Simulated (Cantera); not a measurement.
A closed system holds: 1 mol CH3SiCl3, 0.017 mol CH4, 14 mol H2, held at 2425 K and 0.00420 bar.

These are equilibrium values from Cantera (NASA tables, ideal gas, pure condensed phases), not measurements of a reactor. Candidate condensed phases: C, C6H6, C7H8, C8H18, Si, SiC; 109 gas species. The feed counts by its element totals alone. The tables' values for SiCl are old estimates; treat these amounts as uncertain. Gases not in the tables: Si2H6 and higher silanes. Rates play no part.

Base state: H2 0.593, H 0.213, HCl 0.113, Si 0.0351, Cl 0.0287, SiC2 0.00728, C2H2 (acetylene) 0.00463, SiCl2 0.00186 (mole fractions); condensed: C(graphite).

**Question.** What changes in the equilibrium state with this change: temperature from 2425 K to 1073 K?

**Answer.** 
```tsv
species	before	after
H2	0.593	0.829
HCl	0.113	0.169
SiCl4	<1e-9	0.00166
H	0.213	1.97e-7
Si	0.0351	<1e-9
Cl	0.0287	3.63e-8
SiC2	0.00728	<1e-9
SiCl	0.00182	<1e-9
Si2C	0.00114	<1e-9
C(graphite), mol	0.499	0.0466
SiC(s), mol	0	0.968
```
The tables' values for SiCl3 are old estimates; treat these amounts as uncertain.
